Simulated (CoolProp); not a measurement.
A Linde-Hampson liquefier for carbon monoxide: isothermal reversible compression at 200 K from 1 atm to 20 MPa, throttling to 1 atm, return gas leaving the recuperator 5 K below the feed. Each further row changes one setting.

The numbers come from the reference Helmholtz-energy equation of state, Lemmon 2006 in CoolProp. It is a short technical equation, of lower accuracy than the large ones.

```csv
case,liquid yield per pass,compression work (kJ/kg of gas)
as stated,[?],293
high pressure 40 MPa,[?],[?]
warm-end temperature 230 K,[?],[?]
warm-end gap 10 K,[?],293
```

Problem. What belongs in the gaps?

Solution. 
- as stated, liquid yield per pass: 0.246
- high pressure 40 MPa, liquid yield per pass: 0.268
- high pressure 40 MPa, compression work (kJ/kg of gas): 335
- warm-end temperature 230 K, liquid yield per pass: 0.168
- warm-end temperature 230 K, compression work (kJ/kg of gas): 348
- warm-end gap 10 K, liquid yield per pass: 0.234
